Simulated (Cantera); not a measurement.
A closed system holds: 1 mol Al2O3, 0.56 mol H2, held at 1225 °C and 0.000110 bar.

Equilibrium computed with Cantera from the NASA thermochemical tables; the gas is ideal and each condensed phase is pure. Candidate condensed phases: Al, Al2O3, H2O; 19 gas species. The numbers say what is thermodynamically allowed, not how fast it happens.

Base state: H2 0.998, H 0.00164 (mole fractions); condensed: Al2O3(s).

Task: What changes in the equilibrium state with this change: pressure from 0.000110 bar to 1.70 bar?

Result: 
```tsv
species	before	after
H2	0.998	1.000
H	0.00164	1.32e-5
Al2O3(s), mol	1.000	1.00
```
